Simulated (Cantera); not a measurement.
A perfectly stirred reactor is fed with CH₂O : O₂ : N₂ = 0.0005 : 0.002 : 1 (molar parts), equivalence ratio 0.25, at 6680 Torr; it is held at 1050 K, and followed from long to short residence time.

Computed with Cantera and GRI-Mech 3.0 (53 species, 325 reactions).

**Question.** Predict: x(CH₂O) at τ = 1.20 s; x(O₂) at τ = 1.20 s; x(H₂O) at τ = 1.20 s; x(CH₂O) at τ = 32.0 ms; x(O₂) at τ = 32.0 ms; x(H₂O) at τ = 32.0 ms.

**Answer.** 
| Property | Value |
|---|---|
| x(CH₂O) at τ = 1.20 s | 8.21e-6 |
| x(O₂) at τ = 1.20 s | 0.00164 |
| x(H₂O) at τ = 1.20 s | 0.000480 |
| x(CH₂O) at τ = 32.0 ms | 7.93e-5 |
| x(O₂) at τ = 32.0 ms | 0.00182 |
| x(H₂O) at τ = 32.0 ms | 0.000313 |
